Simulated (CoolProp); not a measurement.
Vapour-liquid equilibrium of R22 (1) + R134a (2) at 509 kPa; x and y are mole fractions of (1).

Computed with CoolProp (multi-fluid Helmholtz-energy mixture model, Kamei 1995 and Tillner-Roth 1994; pair parameters Bell 2016).

Q: Give the bubble temperature and the first vapour's composition at x = 0.35, 0.65, 0.85. Is there an azeotrope?

A: x = 0.35: 282.3 K, y = 0.462; x = 0.65: 277.9 K, y = 0.737; x = 0.85: 275.4 K, y = 0.892. No azeotrope shows between x = 0.05 and 0.95.

The pair parameters rest on a limited set of measurements; away from them the model extrapolates.
